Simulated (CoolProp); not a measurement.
Vapour-liquid equilibrium of hydrogen sulfide (1) + isobutane (2) at 59.25 °C; x and y are mole fractions of (1).

The numbers come from the multi-fluid Helmholtz-energy mixture model, Lemmon 2006 and Bücker 2006; pair parameters Kunz 2012 in CoolProp.

```tsv
x	bubble pressure, mixture model (MPa)	bubble pressure, Raoult's law (MPa)	y, mixture model	y, Raoult's law
0.05	1.054	1.026	0.193	0.209
0.125	1.362	1.284	0.388	0.418
0.2	___	1.541	0.515	0.557
0.275	___	1.799	0.603	0.656
0.35	2.243	2.057	0.667	0.730
0.425	2.506	2.314	0.717	0.788
0.5	___	2.572	___	0.834
0.575	2.990	2.830	0.795	0.872
0.65	3.220	3.088	0.829	0.903
0.725	3.447	3.345	0.863	0.930
0.8	3.675	3.603	0.897	0.953
0.875	___	3.861	0.934	0.972
0.95	4.136	4.118	0.973	0.990
```

Q: Fill in the missing entries.

A: 
- 0.2, bubble pressure, mixture model (MPa): 1.669
- 0.275, bubble pressure, mixture model (MPa): 1.964
- 0.5, bubble pressure, mixture model (MPa): 2.753
- 0.5, y, mixture model: 0.758
- 0.875, bubble pressure, mixture model (MPa): 3.904

The largest gap from Raoult's law is +9.2 % in bubble pressure, at x = 0.275. No azeotrope shows between x = 0.05 and 0.95.

Pair parameters are fitted to limited data, so mixtures are less certain than the pure fluids.
